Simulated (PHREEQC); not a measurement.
Make-up at 25 °C: 120 mmol/kgw NaHSO4, 100 mmol/kgw Na2HPO4 and 1 mmol/kgw KCl. Closed to the air; pH follows from the charge balance.

All values are PHREEQC results (ion-association model, wateq4f.dat), not measurements.

No solid was allowed to form.

Problem. Order these S species by the share of S that they hold, largest first: NaSO4-, SO4-2, HSO4-.

Solution. SO4-2 (72 %), NaSO4- (24 %), HSO4- (3.8 %)

The pH is 2.79 and the ionic strength 0.380 mol/kgw. Species that the database lacks are ignored. H3PO4, which wateq4f.dat lacks, is added to it with the constant of phreeqc.dat.
